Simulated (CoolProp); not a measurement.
A single-stage vapour-compression cycle with R115: evaporating at 214.15 K (dew point), condensing at 274.15 K (bubble point), superheat 5 K, subcooling 5 K, compressor efficiency 0.85, no pressure losses. Each further row changes one setting.

Model: reference Helmholtz-energy equation of state, Lemmon 2016, in CoolProp.

| case | cooling COP | pressure ratio | discharge temperature (K) | refrigerating effect (kJ/kg) | volumetric capacity (kJ/m³) |
|---|---|---|---|---|---|
| as stated | 2.28 | 12.0 | 283.0 | 83.1 | 273 |
| evaporating temperature 219.15 K | 2.63 | 9.16 | 281.7 | 86.0 | 362 |
| condensing temperature 269.15 K | 2.59 | 10.2 | 278.4 | 88.2 | 290 |
| subcooling 10 K | 2.42 | 12.0 | 283.0 | 88.2 | 290 |
| superheat 15 K | 2.33 | 12.0 | 293.6 | 89.3 | 280 |
| compressor efficiency 0.75 | 2.01 | 12.0 | 289.4 | 83.1 | 273 |
